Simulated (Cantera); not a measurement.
Input: 1 mol C6H6, 0.6 mol H2O, 68 mol H2, 0.01 mol O2, held at 1548 K and 12.0 Pa.

These are equilibrium values from Cantera (NASA tables, ideal gas, pure condensed phases), not measurements of a reactor. Candidate condensed phases: C, C6H6, C7H8, C8H18, H2O; 110 gas species. The numbers say what is thermodynamically allowed, not how fast it happens.

Base state: H2 0.989, CO 0.00857, H 0.00279, C2H2 (acetylene) 1.55e-5 (mole fractions); condensed: C(graphite).

**Question.** What changes in the equilibrium state with this change: temperature from 1548 K to 2273.15 K?

**Answer.** 
| species | before | after |
|---|---|---|
| H | 0.00279 | 0.525 |
| H2 | 0.989 | 0.467 |
| CO | 0.00857 | 0.00633 |
| C3 | <1e-9 | 8.43e-5 |
| C2H | <1e-9 | 8.34e-5 |
| C | <1e-9 | 4.48e-5 |
| C2H2 (acetylene) | 1.55e-5 | 0.00176 |
| C(graphite), mol | 5.38 | 4.99 |

**Question.** What changes in the equilibrium state with this change: temperature from 1548 K to 2023.15 K?

**Answer.** 
```csv
species,before,after
H2,0.989,0.833
H,0.00279,0.158
CO,0.00857,0.00791
C2H2 (acetylene),1.55e-5,0.000745
"C(graphite), mol",5.38,5.26
```
